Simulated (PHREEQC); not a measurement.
Dissolve 0.057 mol NaH2PO4 and 0.01 mol HNO3 per kg of water at 50 °C. Closed to the air; pH follows from the charge balance.

Equilibrium calculation in PHREEQC: ion-association model, phreeqc.dat.

Precipitation was switched off in this run.

What pH, ionic strength, density does the model give?

pH 2.94; ionic strength 0.0584 mol/kgw; density 0.993 g/cm³.

In which forms is P present?

H2PO4- 85 %, H3PO4 15 % of the P.

At this temperature some constants are extrapolated from 25 °C, and those without enthalpy data are left unchanged.
